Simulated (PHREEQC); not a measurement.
0.049 g of hydrous ferric oxide (600 m²/g; 0.2 weak and 0.005 strong sites per Fe, Dzombak-Morel constants, diffuse double layer) in 1 kg of water with 0.3 mol/kgw of an inert sodium salt and 1.6e-05 mol/kgw BaCl2 and 2.9e-05 mol/kgw H3BO3, at 25 °C; the pH is set by adding NaOH or the inert anion's acid. O2 is buffered at 0.21 atm. CO2 from the air is kept out. Precipitation was switched off in this run.

The numbers come from PHREEQC with the ion-association model, wateq4f.dat.

```tsv
pH	Ba sorbed (%)	B sorbed (%)	surface charge σ (C/m²)	surface potential ψ (mV)
4	0.0	0.0	0.349	123
4.67	0.0	0.0	0.303	116
5.33	0.0	0.0	0.231	102
6	0.0	0.0	0.154	83
6.67	0.1	0.0	0.091	59
7.33	1.1	0.0	0.045	33
8	6.0	0.0	0.008	6
8.67	13.8	0.0	-0.027	-21
9.33	17.9	0.0	-0.067	-47
10	28.3	0.0	-0.119	-71
10.67	56.5	0.0	-0.175	-89
11.33	78.6	0.0	-0.224	-100
12	85.8	0.0	-0.255	-106
```

Species that the database lacks are ignored.
